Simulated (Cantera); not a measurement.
An isothermal, constant-pressure homogeneous reactor starts with 1.65 % H₂, 15.9 % O₂, 82.4 % N₂, equivalence ratio 0.052, at 1375 K and 1.00 bar.

Cantera simulation using GRI-Mech 3.0 (53 species, 325 reactions); the numbers are that mechanism's predictions, not measurements.

One state of this run: x H₂ = 1.31e-8; x O₂ = 0.152; x O = 2.50e-7; x OH = 9.01e-6; x N₂O = 4.30e-8; x H₂O₂ = 6.13e-10. x: mole fraction; the columns are a selection and need not sum to one.

### Question
Which value of t (s) does it belong to?
A. 0.000434
B. 0.783
C. 1.02e-5
D. 2.61e-5

### Answer
B, 0.783
